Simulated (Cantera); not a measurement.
Feed: 1 mol AlN, 0.062 mol C, 0.81 mol N2, 0.0059 mol CO2, held at 1330 Pa.

These are equilibrium values from Cantera (NASA tables, ideal gas, pure condensed phases), not measurements of a reactor. Candidate condensed phases: Al, AlN, Al2O3, C; 32 gas species. Equilibrium is a limit: real reactors are often held back by kinetics, nucleation or transport.

log p: log10 of the partial pressure in bar; n: condensed amount in mol.

```
T (°C)  log p N2  log p Al  log p CO  log p CN  log p C3  n AlN(s)  n C(graphite)
------  --------  --------  --------  --------  --------  --------  -------------
1352       -1.88     -7.56     -3.72     -9.81      <-13     1.000         0.0561
1502       -1.88     -5.84     -3.72     -8.63    -13.28     1.000         0.0561
1652       -1.88     -4.39     -3.72     -7.63    -11.39     0.997         0.0561
1802       -1.91     -3.14     -3.76     -6.79     -9.78     0.951         0.0561
1952       -2.12     -2.24     -4.17         ?         ?         0         0.0560
2102       -2.12     -2.24     -4.17         ?         ?         0         0.0554
2252       -2.12     -2.24     -4.17     -4.96     -6.14         0         0.0535
2402       -2.13     -2.24     -4.17     -4.46     -5.20         0         0.0456
```

**Question.** Fill in the missing entries.

**Answer.** 
- 1952, log p CN: -6.17
- 1952, log p C3: -8.40
- 2102, log p CN: -5.52
- 2102, log p C3: -7.19
